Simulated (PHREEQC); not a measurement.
**Acid rinse or clean (model solution)**

Make-up at 25 °C: 17 mmol/kgw HF, 29 mmol/kgw ZnSO4 and 0.97 mmol/kgw MnSO4. Closed to the air; pH follows from the charge balance.

Computed with PHREEQC (ion-association model, phreeqc.dat).

Each row changes one thing in this solution. This is a speciation only: nothing precipitates in the calculation.

| case | pH | ionic strength (mol/kgw) | SO4-2 (mol/kgw) | HF (mol/kgw) | F- (mol/kgw) | HSO4- (mol/kgw) |
|---|---|---|---|---|---|---|
| as made | 2.61 | 0.0731 | 0.0151 | 0.0120 | 0.00420 | 0.00186 |
| ZnSO4 replaced by NH4HSO4 at the same molality | 1.82 | 0.0619 | [?] | 0.0160 | 0.000898 | [?] |
| MnSO4 from 0.00097 to 0.00194 mol/kgw | 2.61 | 0.0752 | [?] | 0.0120 | [?] | 0.00190 |
| temperature from 25 to 35 °C | 2.66 | 0.0717 | 0.0148 | 0.0122 | 0.00400 | 0.00202 |
| ZnSO4 left out | 2.52 | 0.00670 | 0.000741 | 0.0134 | 0.00324 | [?] |

Task: What belongs in the gaps?

Result: 
- ZnSO4 replaced by NH4HSO4 at the same molality, SO4-2 (mol/kgw): 0.0153
- ZnSO4 replaced by NH4HSO4 at the same molality, HSO4- (mol/kgw): 0.0121
- MnSO4 from 0.00097 to 0.00194 mol/kgw, SO4-2 (mol/kgw): 0.0155
- MnSO4 from 0.00097 to 0.00194 mol/kgw, F- (mol/kgw): 0.00422
- ZnSO4 left out, HSO4- (mol/kgw): 0.000169

Complexes and solids missing from the database can't appear.
